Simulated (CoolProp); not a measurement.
Saturation properties of CHF3 (R23).

Model: reference Helmholtz-energy equation of state, Penoncello 2003, in CoolProp.

| T (K) | p (bar) | liquid density (kg/m³) | vapour density (kg/m³) | liquid viscosity (µPa s) |
|---|---|---|---|---|
| 235.9 | 7.814 | 1257 | 33.16 | 160 |
| 238 | 8.425 | 1246 | 35.78 | 155 |
| 240.1 | 9.071 | 1236 | 38.57 | 151 |
| 242.3 | 9.786 | 1225 | 41.69 | 147 |
| 244.4 | 10.51 | 1214 | 44.87 | 142 |
| 246.5 | 11.27 | … | 48.26 | 138 |
| 248.6 | 12.07 | 1192 | 51.87 | 134 |
| 250.8 | 12.96 | … | 55.92 | 130 |
| 252.9 | 13.84 | 1168 | 60.05 | 127 |
| 255 | 14.78 | 1156 | 64.45 | 123 |
| 257.1 | … | 1144 | 69.16 | 119 |
| 259.3 | … | 1130 | 74.45 | 115 |
| 261.4 | 17.91 | 1117 | 79.86 | 112 |

Problem. Some entries are withheld; supply them.

Solution. 
- 246.5, liquid density (kg/m³): 1203
- 250.8, liquid density (kg/m³): 1180
- 257.1, p (bar): 15.76
- 259.3, p (bar): 16.84

It boils at 191.1 K under 1 atm.

Viscosity comes from a separate model (Shan 2000).
